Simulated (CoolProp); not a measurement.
Values from CoolProp's reference Helmholtz-energy equation of state, Lemmon 2006. It is a short technical equation, of lower accuracy than the large ones.

Question: For carbonyl sulfide, give the phase and the density (kg/m³), cv (kJ/(kg K)), speed of sound (m/s), expansivity (1/kK) at 197.55 °C and 943 kPa.

Answer: 
- 197.55 °C and 943 kPa: gas; density 14.8, cv 0.667, speed of sound 276, expansivity 2.31
